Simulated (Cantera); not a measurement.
Charge: 1 mol V₂O₃, 17 mol H₂, at 1827 °C and 72.0 Pa.

Cantera equilibrium calculation (NASA polynomials, part measured and part estimated; ideal gas, pure solids and liquids). Candidate condensed phases: H₂O, V, VO, V₂O₃, V₂O₄, V₂O₅; 12 gas species. VO: taken at fixed stoichiometry. Equilibrium is a limit: real reactors are often held back by kinetics, nucleation or transport.

Base state: H₂ 0.830, H 0.106, VO₂ 0.0368, H₂O 0.0161, VO 0.0111, V 0.000347, OH 0.000245, O 2.23e-5 (mole fractions); condensed: VO(l).

Question: What changes in the equilibrium state with this change: pressure from 72.0 Pa to 1400 Pa?

Answer: 
```
species         before     after
------------  --------  --------
H₂               0.830     0.929
H₂O             0.0161    0.0409
H                0.106    0.0254
VO₂             0.0368   0.00428
VO              0.0111  0.000569
V             0.000347   7.89e-6
O              2.23e-5   2.59e-6
OH            0.000245  0.000133
VO(l), mol        1.09      1.48
V₂O₃(s), mol         0     0.216
```
Mutual solubility and eutectic melting of coexisting phases are not modelled. Condensed phases not in the tables: the oxides between V₂O₃ and V₂O₅ other than VO₂.
